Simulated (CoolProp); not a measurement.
Vapour-liquid equilibrium of R22 (1) + R134a (2) at 0.0047 MPa; x and y are mole fractions of (1).

Model: multi-fluid Helmholtz-energy mixture model, Kamei 1995 and Tillner-Roth 1994; pair parameters Bell 2016, in CoolProp.

### Question
Give the bubble temperature and the first vapour's composition at x = 0.05, 0.35, 0.95. Is there an azeotrope?

### Answer
x = 0.05: -78.4 °C, y = 0.155; x = 0.35: -84.2 °C, y = 0.631; x = 0.95: -89.9 °C, y = 0.979. No azeotrope shows between x = 0.05 and 0.95.

Pair parameters are fitted to limited data, so mixtures are less certain than the pure fluids.
